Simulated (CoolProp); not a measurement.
Octamethyltrisiloxane (MDM) at several states: density (kg/m³) from the reference equation and from simpler models built on Tc = 292.2 °C, pc = 1.438 MPa, ω = 0.528; each cubic takes its own stable root.

Values from CoolProp's reference Helmholtz-energy equation of state, Thol 2017.

```
T (°C)  p (MPa)   phase  reference  van der Waals  Redlich-Kwong  Soave-Redlich-Kwong  Peng-Robinson
------  -------  ------  ---------  -------------  -------------  -------------------  -------------
62.75    0.0728  liquid      776.8          6.507          659.7                702.7          791.3
231.75   0.0212     gas      1.204          1.201          1.203                1.204          1.204
157.45     1.28  liquid      674.4          403.2          570.9                618.0          698.5
```

At some of these states van der Waals gives the other phase, because its saturation line lies elsewhere.
